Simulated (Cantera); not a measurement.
**Silicon etching in halogen gases: Si + Br2 + H2**

A closed system holds: 1 mol Si, 2.5 mol Br2, a varied amount of H2, equilibrated at 13.3 mbar.

Cantera equilibrium calculation (NASA polynomials, part measured and part estimated; ideal gas, pure solids and liquids). Candidate condensed phases: Br2, Si; 19 gas species. The tables' values for SiBr3 are old estimates. Kinetics and transport are ignored.

**Question.** Map the stable condensed phases over T = 600, 675, 750, 825, 900, 975, 1050, 1125, 1200, 1275, 1350, 1425, 1500, 1575 K and n(H2) in mol = 5.4, 12, 19, 26, 33, 40, 47, 54.

**Answer.** 
```
T in K \ n(H2) in mol
         5.4  12  19  26  33  40  47  54
   1575    A   A   A   B   B   B   B   B
   1500    A   A   A   B   B   B   B   B
   1425    A   A   A   B   B   B   B   B
   1350    A   A   A   B   B   B   B   B
   1275    A   A   B   B   B   B   B   B
   1200    A   A   B   B   B   B   B   B
   1125    A   A   B   B   B   B   B   B
   1050    A   A   B   B   B   B   B   B
    975    A   A   A   A   B   B   B   B
    900    A   A   A   A   A   A   A   A
    825    A   A   A   A   A   A   A   A
    750    A   A   A   A   A   A   A   A
    675    A   A   A   A   A   A   A   A
    600    A   A   A   A   A   A   A   A
```
A: gas only; B: Si.
